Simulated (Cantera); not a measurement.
Feed: 1 mol C2F6, 0.052 mol F2, held at 1650 °C and 63.0 Pa.

Equilibrium computed with Cantera from the NASA thermochemical tables; the gas is ideal and each condensed phase is pure. The feed counts by its element totals alone. Gases not in the tables: C2F6 and larger saturated fluorocarbons. Kinetics and transport are ignored.

| species | before | after |
|---|---|---|
| F | 0.120 | 0.454 |
| CF2 | 0.189 | 0.315 |
| CF4 | 0.682 | 0.223 |
| CF | 0.000376 | 0.00142 |
| CF3 | 0.00800 | 0.00592 |
| C(graphite), mol | 0.349 | 0.331 |
Gas species are given as mole fractions.

**Question.** Which change was made?
A. C2F6 replaced by c-C4F8
B. pressure from 63.0 Pa to 1.30 mbar
C. F2 from 0.052 to 2.6 mol
D. pressure from 63.0 Pa to 7.40 Pa

**Answer.** D, pressure from 63.0 Pa to 7.40 Pa
